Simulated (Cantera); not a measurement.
Equilibrium for silicon nitride deposition: SiCl4 + NH3 + N2

Feed: 1 mol SiCl4, a varied amount of NH3, 1.8 mol N2, equilibrated at 1850 K and 0.0390 Torr.

Cantera equilibrium calculation (NASA polynomials, part measured and part estimated; ideal gas, pure solids and liquids). Candidate condensed phases: NH4Cl, Si, Si3N4; 28 gas species. The tables' values for SiCl, SiN, SiCl3 are old estimates; treat these amounts as uncertain. The numbers say what is thermodynamically allowed, not how fast it happens.

```tsv
n(NH3) (mol)	log p H2	log p N2	log p HCl	log p H	log p SiCl2	log p Si	log p Cl
5	-4.68	-4.82	-5.05	-5.61	-5.67	-5.91	-6.10
6.8	-4.63	-4.83	-5.12	-5.58	-5.85	-5.90	-6.19
9.1	-4.59	-4.85	-5.19	-5.56	-6.05	-5.91	-6.28
12	-4.56	-4.86	-5.26	-5.55	-6.26	-5.95	-6.37
17	-4.53	-4.87	-5.37	-5.53	-6.56	-6.01	-6.49
22	-4.51	-4.88	-5.45	-5.52	-6.82	-6.08	-6.58
30	-4.49	-4.88	-5.56	-5.52	-7.14	-6.17	-6.70
41	-4.48	-4.89	-5.68	-5.51	-7.50	-6.27	-6.83
```
log p: log10 of the partial pressure in bar; nothing condenses.

From 5 mol NH3 to 41 mol NH3 nothing is condensed. The main Si-bearing gas is SiCl2 at 5 mol NH3 and Si at 41 mol NH3.
